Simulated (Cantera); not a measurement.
An isothermal, constant-pressure homogeneous reactor starts with CH4 : H2O : H2 = 1 : 1.3 : 1.4 (molar parts), at 1650 K and 0.130 bar. Integrator tolerance rtol = 1e-08.

Computed with Cantera and GRI-Mech 3.0 (53 species, 325 reactions).

### Question
What does this change do: temperature 1650 to 1300 K?

### Answer
```tsv
quantity	before	after
x(CH4) at 1.00 s	0.0252 (gas-phase equilibrium 2.30e-8)	0.270 (gas-phase equilibrium 2.01e-6)
x(H2O) at 1.00 s	0.234 (gas-phase equilibrium 0.0492)	0.351 (gas-phase equilibrium 0.0468)
x(H2) at 1.00 s	0.630 (gas-phase equilibrium 0.775)	0.379 (gas-phase equilibrium 0.778)
x(HCO) at 1.00 s	1.78e-9 (gas-phase equilibrium 4.66e-9)	<1e-12 (gas-phase equilibrium 2.42e-10)
x(C2H) at 1.00 s	1.03e-7 (gas-phase equilibrium <1e-12)	<1e-12 (gas-phase equilibrium <1e-12)
x(CO) at 1.00 s	0.0325 (gas-phase equilibrium 0.172)	5.91e-7 (gas-phase equilibrium 0.170)
x(O2) at 1.00 s	6.60e-11 (gas-phase equilibrium 4.33e-12)	<1e-12 (gas-phase equilibrium <1e-12)
```

### Question
What does this change do: H2O 1.3 to 0.21 parts?

### Answer
```
quantity                                             before                                     after
----------------  -----------------------------------------  ----------------------------------------
x(CH4) at 1.00 s     0.0252 (gas-phase equilibrium 2.30e-8)    0.0282 (gas-phase equilibrium 0.00615)
x(H2O) at 1.00 s       0.234 (gas-phase equilibrium 0.0492)    0.0501 (gas-phase equilibrium 7.47e-8)
x(H2) at 1.00 s         0.630 (gas-phase equilibrium 0.775)       0.790 (gas-phase equilibrium 0.837)
x(HCO) at 1.00 s    1.78e-9 (gas-phase equilibrium 4.66e-9)  4.63e-10 (gas-phase equilibrium 1.56e-9)
x(C2H) at 1.00 s     1.03e-7 (gas-phase equilibrium <1e-12)   1.44e-7 (gas-phase equilibrium 1.21e-7)
x(CO) at 1.00 s        0.0325 (gas-phase equilibrium 0.172)    0.00887 (gas-phase equilibrium 0.0553)
x(O2) at 1.00 s   6.60e-11 (gas-phase equilibrium 4.33e-12)   1.46e-12 (gas-phase equilibrium <1e-12)
```
GRI-Mech 3.0 stops at C3 and has no aromatics, soot or wall deposition, so with more carbon than oxygen in the feed, carbon stays in small species such as C2H2 where larger ones or solid carbon would form.
